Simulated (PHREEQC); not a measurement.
Solution (20 °C): 0.23 mol/kgw TMAH and 0.042 mol/kgw Na2CO3. Closed to the air; pH follows from the charge balance.

The numbers come from PHREEQC with the ion-association model, phreeqc.dat.

Each row changes one thing in this solution. No solid was allowed to form.

```tsv
case	pH	ionic strength (mol/kgw)	Na+ (mol/kgw)
as made	13.35	0.338	0.0748
TMAH from 0.23 to 0.46 mol/kgw	13.63	[?]	0.0760
Na2CO3 replaced by Na2SO4 at the same molality	13.35	0.349	0.0804
Na2CO3 from 0.042 to 0.0042 mol/kgw	13.37	0.242	0.00826
Na2CO3 replaced by NaHF2 at the same molality	[?]	0.271	[?]
0.0029 mol/kgw Na2SO4 added	13.35	0.345	[?]
```

Question: Complete the blanks.

Answer: 
- TMAH from 0.23 to 0.46 mol/kgw, ionic strength (mol/kgw): 0.570
- Na2CO3 replaced by NaHF2 at the same molality, pH: 13.28
- Na2CO3 replaced by NaHF2 at the same molality, Na+ (mol/kgw): 0.0411
- 0.0029 mol/kgw Na2SO4 added, Na+ (mol/kgw): 0.0799

(CH3)4N+ isn't in the database: it is added as a free cation with an ion size of 4 Å.
